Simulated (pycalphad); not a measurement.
Source of the numbers: pycalphad with the COST 507 light-alloy database (1999); pressure 1 atm. The database dates from 1999; later assessments differ in places, in temperatures and in the compounds included. Phase fractions are per mole of atoms. Diffusion is slow at the low end, where real alloys seldom reach equilibrium.

Q: Give the equilibrium state of Ti-52.1C (at.%) at 1400 K.

A: 
```
T = 1400.00 K, P = 101325 Pa, N = 1 mol of atoms
G = -130257 J/mol, H = -63356 J/mol, S = 47.79 J/(mol K)  (SER reference)
chemical potentials (J/mol): Ti -245808, C -24021
phase             fraction      x(Ti)       x(C)
FCC_A1              0.9416     0.5087     0.4913
GRAPHITE            0.0584       none     1.0000
```

Q: Give the equilibrium state of Ti-52.1C (at.%) at 3150 K.

A: 
```
T = 3150.00 K, P = 101325 Pa, N = 1 mol of atoms
G = -238209 J/mol, H = 23520 J/mol, S = 83.09 J/(mol K)  (SER reference)
chemical potentials (J/mol): Ti -374609, C -112805
phase             fraction      x(Ti)       x(C)
FCC_A1              0.6829     0.5202     0.4798
LIQUID              0.3171     0.3903     0.6097
```

FCC_A1 is fcc. An entry "none" or "no" means that the model of the phase leaves that element out. The fcc model also describes the rock-salt carbide or nitride (TiC, TiN, HfC).
